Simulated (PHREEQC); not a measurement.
**Geothermal or formation water: speciation**

Model water analysis in mg/kgw, 40 °C, pH 6.67: Na 6710; K 5.84; Ca 978; Mg 780; Cl 13900; S(6) as SO4 102; Alkalinity as HCO3 0.822; Br 566; B 1.61; Li 11.8; Mn(2) 210.

Valence states are taken as typed.

Model: ion-association model, phreeqc.dat, run in PHREEQC.

No solid was allowed to form.

Problem. Predict the activity of water, specific conductance.

Solution. activity of water 0.987; specific conductance 48300 µS/cm.

Problem. In which forms is C present?

Solution. HCO3- 62 %, CO2 16 %, MgHCO3+ 7.6 %, CaHCO3+ 5.6 %, NaHCO3 4.1 %, MnHCO3+ 3.7 % of the C.

Complexes and solids missing from the database can't appear. At this temperature some constants are extrapolated from 25 °C, and those without enthalpy data are left unchanged.
